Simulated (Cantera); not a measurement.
What does this Cantera script print?

```python
import numpy as np
import cantera as ct

gas_names = """
    H H2 Pb Pb2
""".split()
cond_names = """
    Pb(cr) Pb(L)
""".split()


def load(file, names, dense=False):
    # The tables refer to 1 bar. Condensed volumes are neglected.
    table = {s.name: s for s in ct.Species.list_from_file(file)}
    out = []
    for n in names:
        d = dict(table[n].input_data)
        d["thermo"] = dict(d["thermo"], **{"reference-pressure": 1e5})
        if dense:
            d["equation-of-state"] = {"model": "constant-volume", "density": "1e6 g/cm^3"}
        out.append(ct.Species.from_dict(d))
    return out


gas = ct.Solution(thermo="ideal-gas", species=load("nasa_gas.yaml", gas_names))
cond = {s.name: ct.Solution(thermo="fixed-stoichiometry", species=[s], name=s.name)
        for s in load("nasa_condensed.yaml", cond_names, dense=True)}
atoms = {
    'Pb': {'Pb': 1},
    'H2': {'H': 2},
}
top_T = {}  # K; cautious upper limits of use, not melting points


def equilibrate(T, P, feed):
    n = {}
    for name, mol in feed.items():
        for a, k in atoms[name].items():
            n[a] = n.get(a, 0.0) + k * mol
    gas.TPX = T, P, n
    mass = sum(n.values()) * gas.mean_molecular_weight
    gas.equilibrate("TP")
    valid = [c for c in cond.values() if c.min_temp <= T <= top_T.get(c.name, c.max_temp)]
    mix = ct.Mixture([(gas, mass / gas.mean_molecular_weight)] + [(c, 0.0) for c in valid])
    mix.T, mix.P = T, P
    mix.equilibrate("TP", solver="vcs", rtol=1e-11, max_steps=5000)
    return mix


results = []
feed = {'Pb': 1, 'H2': 78}  # mol
T = 1350  # K
P = 770000  # Pa
mix = equilibrate(T, P, feed)
results.append((T, P, feed, dict(zip(mix.species_names, mix.species_moles))))
print(gas.report(threshold=0.001))
for i in range(1, mix.n_phases):
    print(f"{mix.phase(i).name:16s} {mix.phase_moles(i):12.5e} mol")
```

It prints:

```
       temperature   1350 K
          pressure   7.7e+05 Pa
           density   0.14724 kg/m^3
  mean mol. weight   2.1464 kg/kmol
   phase of matter   gas

                          1 kg             1 kmol
                     ---------------   ---------------
          enthalpy        1.4743e+07        3.1644e+07  J
   internal energy        9.5132e+06        2.0419e+07  J
           entropy             73895        1.5861e+05  J/K
    Gibbs function       -8.5016e+07       -1.8248e+08  J
 heat capacity c_p             14785             31734  J/K
 heat capacity c_v             10911             23420  J/K

                      mass frac. Y      mole frac. X     chem. pot. / RT
                     ---------------   ---------------   ---------------
                H2           0.93864           0.99936           -16.261
     [   +3 minor]          0.061356        0.00063636

Pb(L)             9.50392e-01 mol
```

These are equilibrium values from Cantera (NASA tables, ideal gas, pure condensed phases), not measurements of a reactor.
